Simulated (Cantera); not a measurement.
**SiH4 + N2 (silicon nitride deposition)**

Feed: 1 mol SiH4, 0.2 mol N2, at 7.20 mbar.

Cantera equilibrium calculation (NASA polynomials, part measured and part estimated; ideal gas, pure solids and liquids). Candidate condensed phases: Si, Si3N4; 18 gas species. N2 is the only nitrogen source here; it is nearly inert below about 1500 K, so the nitride shown seldom forms there in practice. Mutual solubility and eutectic melting of coexisting phases are not modelled. Gases not in the tables: Si2H6 and higher silanes. Kinetics and transport are ignored.

```tsv
T (°C)	x H2	x N2	x H	x Si	x SiH2	x SiH	x Si2N	n Si(s)	n Si3N4(s)	n Si(l)
877	1.000	7.84e-7	8.79e-7	2.75e-11	4.15e-9	4.89e-11	<1e-12	0.700	0.1000	0
927	1.000	3.96e-6	2.33e-6	1.93e-10	1.19e-8	2.45e-10	<1e-12	0.700	0.1000	0
977	1.000	1.75e-5	5.70e-6	1.15e-9	3.13e-8	1.08e-9	1.96e-12	0.700	0.1000	0
1027	1.000	6.91e-5	1.30e-5	6.01e-9	7.65e-8	4.23e-9	1.65e-11	0.700	0.0999	0
1077	1.000	0.000246	2.81e-5	2.77e-8	1.75e-7	1.50e-8	1.18e-10	0.701	0.0998	0
1127	0.999	0.000797	5.73e-5	1.14e-7	3.76e-7	4.84e-8	7.33e-10	0.702	0.0992	0
1177	0.998	0.00238	0.000111	4.27e-7	7.67e-7	1.44e-7	4.00e-9	0.707	0.0976	0
1227	0.993	0.00658	0.000207	1.46e-6	1.49e-6	3.97e-7	1.94e-8	0.720	0.0934	0
1277	0.983	0.0170	0.000368	4.61e-6	2.74e-6	1.02e-6	8.50e-8	0.752	0.0827	0
1327	0.958	0.0415	0.000627	1.35e-5	4.79e-6	2.45e-6	3.38e-7	0.830	0.0566	0
1377	0.908	0.0909	0.00102	3.72e-5	7.86e-6	5.50e-6	1.20e-6	1.000	0	0
1427	0.907	0.0908	0.00165	9.42e-5	1.29e-5	1.18e-5	2.64e-6	0	0	1.000
```
x: gas mole fraction; n: condensed amount in mol.

From 877 °C to 1327 °C the condensed part is Si(s) + Si3N4(s). At 1377 °C the condensed part is Si(s). At 1427 °C the condensed part is Si(l).
